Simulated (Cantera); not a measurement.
A perfectly stirred reactor is fed with H2 : O2 = 0.005 : 1 (molar parts), equivalence ratio 0.0025, at 13.5 Torr; it is held at 1123 K, and followed from long to short residence time.

Model: the H2/O2 subset of GRI-Mech 3.0, which has no nitrogen chemistry, integrated in Cantera. Radical loss at walls, strong at low pressure, is not modelled.

x: mole fraction; the columns are a selection and need not sum to one.

```tsv
τ (s)	x H2	x O2	x H	x OH	x H2O2	x H2O
0.71	5.11e-5	0.994	1.94e-5	0.000181	…	0.00483
0.43	6.83e-5	0.994	2.92e-5	0.000213	…	0.00479
0.25	9.48e-5	0.993	4.42e-5	0.000254	…	0.00474
0.15	0.000131	0.993	6.30e-5	0.000299	…	0.00467
0.090	0.000184	0.992	8.68e-5	0.000352	…	0.00458
0.054	0.000262	0.992	0.000115	0.000413	…	0.00445
0.032	0.000382	0.992	0.000147	0.000484	…	0.00428
0.019	0.000563	0.992	0.000179	0.000562	…	0.00404
0.011	0.000851	0.992	0.000205	0.000644	…	0.00370
0.0069	0.00121	0.992	0.000215	0.000702	…	0.00330
```

What belongs in the gaps?


- 0.71, x H2O2: 1.51e-8
- 0.43, x H2O2: 1.69e-8
- 0.25, x H2O2: 1.93e-8
- 0.15, x H2O2: 2.23e-8
- 0.090, x H2O2: 2.62e-8
- 0.054, x H2O2: 3.15e-8
- 0.032, x H2O2: 3.87e-8
- 0.019, x H2O2: 4.79e-8
- 0.011, x H2O2: 5.93e-8
- 0.0069, x H2O2: 6.90e-8
